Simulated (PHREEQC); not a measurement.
Model water analysis in mmol/kgw, 25 °C, pH 6.56, pe 12.5: Na 0.706; K 0.00275; Ca 0.754; Mg 0.571; Cl 1.59; S(6) 0.00573; Alkalinity (meq/kgw) 1.86; O(0) (counted as O atoms) 0.000719; Ba 0.00099.

Na is adjusted to close the charge balance.
Valence states are taken as typed.

All values are PHREEQC results (ion-association model, phreeqc.dat), not measurements.

This is a speciation only: nothing precipitates in the calculation.

Question: Order these C species by the share of C that they hold, largest first: CaHCO3+, MgHCO3+, HCO3-, CO2.

Answer: HCO3- (63 %), CO2 (36 %), CaHCO3+ (0.45 %), MgHCO3+ (0.31 %)

The pH is 6.56 and the ionic strength 0.00475 mol/kgw.
